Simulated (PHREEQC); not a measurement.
0.1 mol of Gypsum (CaSO4:2H2O) is brought to equilibrium with 1 kg of water holding 10 mmol/kgw NaCl, at 25 °C, the pH being set by adding NaOH or HCl. Oxygen alone is held at its pressure in air (log pO2 = -0.68). CO2 from the air is kept out. The run lets Gypsum precipitate or redissolve, and no other solid.

Equilibrium calculation in PHREEQC: ion-association model, phreeqc.dat.

Problem. Predict HSO4- (mol/kgw) at pH = 2, 3.67, 7.83, 8.67, 12.

Solution. 
```tsv
pH	HSO4- (mol/kgw)
2	0.00501
3.67	0.000127
7.83	8.83e-9
8.67	1.28e-9
12	6.25e-13
```

Complexes and solids missing from the database can't appear.
